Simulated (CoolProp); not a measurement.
n-perfluorohexane along the isobar 15.1 bar: density (kg/m³) from the reference equation and from simpler models built on Tc = 448.0 K, pc = 17.42 bar, ω = 0.497; each cubic takes its own stable root.

Model: reference Helmholtz-energy equation of state, Gao 2022, in CoolProp.

| T (K) | phase | reference |
|---|---|---|
| 333.9 | liquid | 1576 |
| 348.4 | liquid | 1530 |
| 362.9 | liquid | 1479 |
| 377.4 | liquid | 1425 |
| 392 | liquid | 1362 |
| 406.5 | liquid | 1290 |
| 421 | liquid | 1199 |
| 435.5 | liquid | 1056 |
| 450 | gas | 238.7 |

Task: How far does each simpler model (van der Waals, Redlich-Kwong, Soave-Redlich-Kwong, Peng-Robinson) lie from the reference over these 9 states: mean and median of the absolute difference, and the worst?

Result: 
- van der Waals: mean 43.5 %, median 43.5 %, worst -75.8 % at 435.5 K and 15.1 bar
- Redlich-Kwong: mean 21.5 %, median 21.9 %, worst -31.6 % at 435.5 K and 15.1 bar
- Soave-Redlich-Kwong: mean 15.8 %, median 15.2 %, worst -24.9 % at 435.5 K and 15.1 bar
- Peng-Robinson: mean 5.7 %, median 4.1 %, worst -15.9 % at 435.5 K and 15.1 bar

At some of these states van der Waals gives the other phase, because its saturation line lies elsewhere.
